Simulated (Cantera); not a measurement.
An adiabatic, constant-volume homogeneous reactor starts with C₃H₈ : O₂ : N₂ = 1 : 11.6 : 43.7 (molar parts), equivalence ratio 0.43, at 1800 K and 10.0 bar. Integrator tolerance rtol = 1e-08.

Cantera simulation using GRI-Mech 3.0 (53 species, 325 reactions); the numbers are that mechanism's predictions, not measurements. GRI-Mech 3.0 was tuned for natural gas; its chemistry of propane as a main component is partial and can be far from experiment.

### Question
What does this change do: initial temperature 1800 to 1200 K?

### Answer
```tsv
quantity	before	after
time of steepest temperature rise	2.05 µs	1.40 ms
temperature at 4.00 s	2768 K	2352 K
equilibrium temperature	2768 K	2352 K
x(C₃H₈) at 4.00 s	<1e-12 (gas-phase equilibrium <1e-12)	<1e-12 (gas-phase equilibrium <1e-12)
x(O₂) at 4.00 s	0.101 (gas-phase equilibrium 0.101)	0.108 (gas-phase equilibrium 0.108)
x(NO) at 4.00 s	0.0238 (gas-phase equilibrium 0.0238)	0.0123 (gas-phase equilibrium 0.0123)
x(CH₃) at 4.00 s	<1e-12 (gas-phase equilibrium <1e-12)	<1e-12 (gas-phase equilibrium <1e-12)
x(H₂O₂) at 4.00 s	9.42e-7 (gas-phase equilibrium 9.42e-7)	5.04e-7 (gas-phase equilibrium 5.04e-7)
x(C₂H₂) at 4.00 s	<1e-12 (gas-phase equilibrium <1e-12)	<1e-12 (gas-phase equilibrium <1e-12)
```

### Question
What does this change do: C3H8 1 to 0.5 parts?

### Answer
| quantity | before | after |
|---|---|---|
| time of steepest temperature rise | 2.05 µs | 2.16 µs |
| temperature at 4.00 s | 2768 K | 2359 K |
| equilibrium temperature | 2768 K | 2359 K |
| x(C₃H₈) at 4.00 s | <1e-12 (gas-phase equilibrium <1e-12) | <1e-12 (gas-phase equilibrium <1e-12) |
| x(O₂) at 4.00 s | 0.101 (gas-phase equilibrium 0.101) | 0.153 (gas-phase equilibrium 0.153) |
| x(NO) at 4.00 s | 0.0238 (gas-phase equilibrium 0.0238) | 0.0150 (gas-phase equilibrium 0.0150) |
| x(CH₃) at 4.00 s | <1e-12 (gas-phase equilibrium <1e-12) | <1e-12 (gas-phase equilibrium <1e-12) |
| x(H₂O₂) at 4.00 s | 9.42e-7 (gas-phase equilibrium 9.42e-7) | 2.48e-7 (gas-phase equilibrium 2.48e-7) |
| x(C₂H₂) at 4.00 s | <1e-12 (gas-phase equilibrium <1e-12) | <1e-12 (gas-phase equilibrium <1e-12) |
